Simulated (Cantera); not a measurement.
Charge: 1 mol Cr, 2 mol N₂, 4.6 mol H₂, equilibrated at 677 °C and 4900 Pa.

Cantera equilibrium calculation (NASA polynomials, part measured and part estimated; ideal gas, pure solids and liquids). Candidate condensed phases: Cr, CrN, Cr₂N; 11 gas species. Rates play no part.

Base state: H₂ 0.754, N₂ 0.246, NH₃ 1.31e-5 (mole fractions); condensed: CrN(s).

What changes in the equilibrium state with this change: temperature from 677 °C to 1702 °C?


| species | before | after |
|---|---|---|
| H₂ | 0.754 | 0.680 |
| N₂ | 0.246 | 0.297 |
| Cr | <1e-9 | 0.0176 |
| H | 2.18e-9 | 0.00510 |
| NH₃ | 1.31e-5 | 3.14e-7 |
| CrN(s), mol | 1.00 | 0 |
| Cr(s), mol | 0 | 0.882 |

What changes in the equilibrium state with this change: temperature from 677 °C to 1627 °C?


```
species       before    after
-----------  -------  -------
H₂             0.754    0.689
N₂             0.246    0.300
Cr             <1e-9  0.00713
H            2.18e-9  0.00298
NH₃          1.31e-5  3.69e-7
CrN(s), mol     1.00        0
Cr(s), mol         0    0.953
```
